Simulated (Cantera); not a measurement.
A closed system holds: 1 mol CH3F, 0.41 mol HCl, held at 2325 K and 0.560 bar.

These are equilibrium values from Cantera (NASA tables, ideal gas, pure condensed phases), not measurements of a reactor. Candidate condensed phases: C, C6H6, C7H8, C8H18; 118 gas species. Kinetics and transport are ignored.

Base state: HF 0.412, H2 0.407, HCl 0.166, H 0.00938, Cl 0.00275, C2H2 (acetylene) 0.00199, CH4 1.89e-5, F 1.22e-5 (mole fractions); condensed: C(graphite).

Question: What changes in the equilibrium state with this change: pressure from 0.560 bar to 2.40 mbar?

Answer: 
```csv
species,before,after
HF,0.412,0.381
H2,0.407,0.332
H,0.00938,0.129
HCl,0.166,0.122
Cl,0.00275,0.0342
CH4,1.89e-5,5.39e-8
C3,4.72e-8,1.10e-5
"C(graphite), mol",0.990,0.991
```

Question: What changes in the equilibrium state with this change: pressure from 0.560 bar to 1.33 mbar?

Answer: 
```json
[
 {"species": "HF", "before": "0.412", "after": "0.371"},
 {"species": "H2", "before": "0.407", "after": "0.308"},
 {"species": "H", "before": "0.00938", "after": "0.167"},
 {"species": "HCl", "before": "0.166", "after": "0.110"},
 {"species": "Cl", "before": "0.00275", "after": "0.0427"},
 {"species": "CH4", "before": "1.89e-5", "after": "2.58e-8"},
 {"species": "C3", "before": "4.72e-8", "after": "1.98e-5"},
 {"species": "C(graphite), mol", "before": "0.990", "after": "0.991"}
]
```
